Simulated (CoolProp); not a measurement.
Vapour-liquid equilibrium of isohexane (1) + n-hexane (2) at 426.5 K; x and y are mole fractions of (1).

Computed with CoolProp (multi-fluid Helmholtz-energy mixture model, Lemmon 2006 and Thol 2019; pair parameters Bell 2016).

```json
[
 {"x": "0.05", "bubble pressure, mixture model (bar)": "8.123", "bubble pressure, Raoult's law (bar)": "8.117", "y, mixture model": "0.058", "y, Raoult's law": "0.059"},
 {"x": "0.2", "bubble pressure, mixture model (bar)": "8.377", "bubble pressure, Raoult's law (bar)": "8.354", "y, mixture model": "0.224", "y, Raoult's law": "0.230"},
 {"x": "0.35", "bubble pressure, mixture model (bar)": "8.626", "bubble pressure, Raoult's law (bar)": "8.590", "y, mixture model": "0.383", "y, Raoult's law": "0.392"},
 {"x": "0.5", "bubble pressure, mixture model (bar)": "8.870", "bubble pressure, Raoult's law (bar)": "8.826", "y, mixture model": "0.534", "y, Raoult's law": "0.545"},
 {"x": "0.65", "bubble pressure, mixture model (bar)": "9.105", "bubble pressure, Raoult's law (bar)": "9.063", "y, mixture model": "0.679", "y, Raoult's law": "0.690"},
 {"x": "0.8", "bubble pressure, mixture model (bar)": "9.331", "bubble pressure, Raoult's law (bar)": "9.299", "y, mixture model": "0.819", "y, Raoult's law": "0.827"},
 {"x": "0.95", "bubble pressure, mixture model (bar)": "9.546", "bubble pressure, Raoult's law (bar)": "9.536", "y, mixture model": "0.955", "y, Raoult's law": "0.958"}
]
```

The largest gap from Raoult's law is +0.5 % in bubble pressure, at x = 0.5. No azeotrope shows between x = 0.05 and 0.95.

The pair parameters rest on a limited set of measurements; away from them the model extrapolates.
